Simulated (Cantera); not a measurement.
Input: 1 mol SiH₄, 0.97 mol C₂H₄, 1 mol H₂, at 75.0 Torr.

Equilibrium computed with Cantera from the NASA thermochemical tables; the gas is ideal and each condensed phase is pure. Candidate condensed phases: C, C₆H₆, C₇H₈, C₈H₁₈, Si, SiC; 87 gas species. Gases not in the tables: Si₂H₆ and higher silanes. Kinetics and transport are ignored.

log p: log10 of the partial pressure in bar; n: condensed amount in mol.

| T (K) | log p H₂ | log p H | log p Si | log p C₂H₂ (acetylene) | log p SiC₂ | log p Si₂C | n C(graphite) | n SiC(s) |
|---|---|---|---|---|---|---|---|---|
| 1625 | -1.00 | -4.65 | -8.73 | -5.45 | -11.06 | -11.15 | 0.939 | 1.000 |
| 1700 | -1.00 | -4.33 | -8.00 | -5.13 | -10.10 | -10.22 | 0.939 | 1.000 |
| 1775 | -1.00 | -4.04 | -7.33 | -4.85 | -9.23 | -9.36 | 0.938 | 1.000 |
| 1850 | -1.00 | -3.77 | -6.71 | -4.58 | -8.43 | -8.57 | 0.937 | 1.000 |
| 1925 | -1.00 | -3.52 | -6.15 | -4.34 | -7.69 | -7.85 | 0.935 | 1.000 |
| 2000 | -1.00 | ? | ? | ? | ? | ? | 0.932 | 1.000 |
| 2075 | -1.00 | -3.08 | -5.14 | -3.91 | -6.37 | -6.57 | 0.928 | 0.999 |
| 2150 | -1.01 | ? | ? | ? | ? | ? | 0.922 | 0.999 |
| 2225 | -1.01 | -2.69 | -4.27 | -3.54 | -5.24 | -5.46 | 0.914 | 0.996 |
| 2300 | -1.02 | -2.52 | -3.87 | -3.38 | -4.73 | -4.96 | 0.905 | 0.990 |
| 2375 | -1.02 | -2.36 | -3.51 | -3.23 | -4.26 | -4.50 | 0.897 | 0.976 |
| 2450 | -1.04 | -2.21 | -3.16 | -3.10 | -3.81 | -4.06 | 0.892 | 0.943 |
| 2525 | -1.05 | -2.08 | -2.84 | -2.97 | -3.39 | -3.66 | 0.901 | 0.871 |
| 2600 | -1.08 | -1.96 | -2.53 | -2.87 | -3.00 | -3.27 | 0.939 | 0.710 |

Question: Some entries are withheld; supply them.

Answer: 
- 2150, log p H: -2.88
- 2150, log p Si: -4.69
- 2150, log p C₂H₂ (acetylene): -3.72
- 2150, log p SiC₂: -5.79
- 2150, log p Si₂C: -5.99
- 2000, log p H: -3.29
- 2000, log p Si: -5.62
- 2000, log p C₂H₂ (acetylene): -4.12
- 2000, log p SiC₂: -7.01
- 2000, log p Si₂C: -7.18
